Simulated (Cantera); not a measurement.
Cantera run:

```python
import numpy as np
import cantera as ct

gas_names = [...]  # 109 gases of nasa_gas.yaml made of C, Cl, H, Si
cond_names = """
    C(gr) C6H6(L) C7H8(L) C8H18(L),n-octa Si(cr) Si(L) SiC(b)
""".split()


# ... load() reads the species with a 1 bar reference pressure and builds the phases ...
atoms = {
    'CH3SiCl3': {'C': 1, 'H': 3, 'Si': 1, 'CL': 3},
    'CH4': {'C': 1, 'H': 4},
    'H2': {'H': 2},
    'C3H8': {'C': 3, 'H': 8},
}
top_T = {'C(gr)': 4500, 'SiC(b)': 3050}  # K; cautious upper limits of use, not melting points


# ... equilibrate(T, P, feed) seeds the gas with the atoms and calls Mixture.equilibrate('TP', solver="vcs", rtol=1e-11, max_steps=5000) ...
results = []
T = 2150  # K
P = 13332.2  # Pa
for m in [0.14, 0.48, 0.83, 1.2, 1.5, 1.9, 2.2, 2.6, 2.9]:
    feed = {'CH3SiCl3': 1, 'CH4': m, 'H2': 1.2, 'C3H8': 0.0053}  # mol
    mix = equilibrate(T, P, feed)
    results.append((T, P, feed, dict(zip(mix.species_names, mix.species_moles))))

top = {s: max(r[3][s] / sum(r[3][g] for g in gas_names) for r in results) for s in gas_names}
cols = sorted((s for s in top if top[s] > 0.0001), key=lambda s: -top[s])[:5]
seen = [c for c in cond_names if any(r[3].get(c, 0) > 1e-12 for r in results)]
print("log10 of partial pressures in bar; condensed amounts in mol")
print(f"{'n(CH4)':>10s}" + "".join(f"{s[:9]:>10s}" for s in cols + seen))
for T, P, feed, n in results:
    ng = sum(n[g] for g in gas_names)
    print(f"{feed['CH4']:10.4g}" + "".join(f"{np.log10(max(n[s] / ng * P / 1e5, 1e-99)):10.3f}" for s in cols)
          + "".join(f"{n.get(c, 0):10.4g}" for c in seen))
```

Output:

```
log10 of partial pressures in bar; condensed amounts in mol
    n(CH4)        H2       HCL     SiCL2         H        CL     C(gr)    SiC(b)
      0.14    -1.244    -1.212    -1.909    -2.997    -3.100    0.5861     0.562
      0.48    -1.186    -1.247    -2.037    -2.968    -3.164    0.8607     0.625
      0.83    -1.143    -1.282    -2.151    -2.947    -3.221      1.16    0.6736
       1.2    -1.109    -1.319    -2.258    -2.930    -3.275     1.487     0.713
       1.5    -1.088    -1.347    -2.336    -2.919    -3.314      1.76    0.7386
       1.9    -1.064    -1.383    -2.431    -2.907    -3.361     2.129    0.7663
       2.2    -1.050    -1.408    -2.495    -2.900    -3.394     2.409    0.7835
       2.6    -1.034    -1.440    -2.575    -2.892    -3.433     2.787    0.8027
       2.9    -1.024    -1.462    -2.630    -2.887    -3.461     3.072     0.815
```

These are equilibrium values from Cantera (NASA tables, ideal gas, pure condensed phases), not measurements of a reactor. The feed counts by its element totals alone. The tables' values for SiCl3, SiCl are old estimates; treat these amounts as uncertain. Gases not in the tables: Si2H6 and higher silanes.
